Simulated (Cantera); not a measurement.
Charge: 1 mol Si, 4.5 mol Cl2, 0.11 mol N2, 1 mol NF3, equilibrated at 1.30 Pa.

Equilibrium computed with Cantera from the NASA thermochemical tables; the gas is ideal and each condensed phase is pure. Candidate condensed phases: Si, Si3N4; 24 gas species. The numbers say what is thermodynamically allowed, not how fast it happens.

Problem. At 1050 K, list the 5 most abundant gas species with their mole fractions, and the condensed phases.

Solution. Cl2 0.571, Cl 0.166, SiF4 0.123, N2 0.0997, SiCl4 0.0409. Condensed: gas only.
